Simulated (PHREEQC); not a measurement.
Make-up at 30 °C: 0.0024 mol NH3 and 5.8e-05 mol Na2CO3 per kg of water. Closed to the air; pH follows from the charge balance.

The numbers come from PHREEQC with the ion-association model, wateq4f.dat.

```csv
quantity,before,after
pH,10.17,10.17
ionic strength (mol/kgw),0.000330,0.000481
NH3 (mol/kgw),0.00221,0.00221
NH4+ (mol/kgw),0.000188,0.000189
```

Name the change that produced these shifts.
(A) diluted 2-fold with water
(B) Na2CO3 from 5.8e-05 to 1.16e-05 mol/kgw
(C) Na2CO3 left out
(D) 0.00015 mol/kgw LiBr added
(E) NH3 from 0.0024 to 0.012 mol/kgw

D, 0.00015 mol/kgw LiBr added

Precipitation was switched off in this run.
